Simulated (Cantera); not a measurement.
Calcination and drying: MgSO₄ + H₂

Input: 1 mol MgSO₄, 0.065 mol H₂, at 5.40 mbar.

Equilibrium computed with Cantera from the NASA thermochemical tables; the gas is ideal and each condensed phase is pure. Candidate condensed phases: H₂O, H₂SO₄, Mg, MgO, Mg(OH)₂, MgS, MgSO₄, S; 26 gas species. Mutual solubility and eutectic melting of coexisting phases are not modelled. Gases not in the tables: S₃ to S₇. Kinetics and transport are ignored.

```tsv
T (°C)	log p H₂O	log p SO₂	log p O₂	log p H₂S	log p S₂	log p O	n MgO(s)	n MgSO₄(s)
327	-2.38	-3.98	<-14	-2.97	-4.01	<-14	0.0181	0.982
477	-2.57	-2.57	<-14	-8.46	-9.59	<-14	0.0650	0.935
627	-2.57	-2.57	-10.33	<-14	<-14	<-14	0.0650	0.935
777	-2.59	-2.56	-4.11	<-14	<-14	-11.23	0.0696	0.930
927	-3.64	-2.46	-2.79	<-14	<-14	-8.99	1.00	0
1077	-3.64	-2.45	-2.78	<-14	<-14	-7.77	1.00	0
1227	-3.64	-2.45	-2.78	<-14	<-14	-6.78	1.00	0
1377	-3.64	-2.45	-2.78	-14.21	<-14	-5.98	1.00	0
1527	-3.65	-2.45	-2.78	-12.84	-12.70	-5.31	1.000	0
1677	-3.67	-2.46	-2.79	-11.69	-11.09	-4.74	1.000	0
1827	-3.70	-2.46	-2.79	-10.73	-9.71	-4.25	1.000	0
```
log p: log10 of the partial pressure in bar; n: condensed amount in mol.

From 327 °C to 777 °C the condensed part is MgO(s) + MgSO₄(s). From 927 °C to 1827 °C the condensed part is MgO(s).
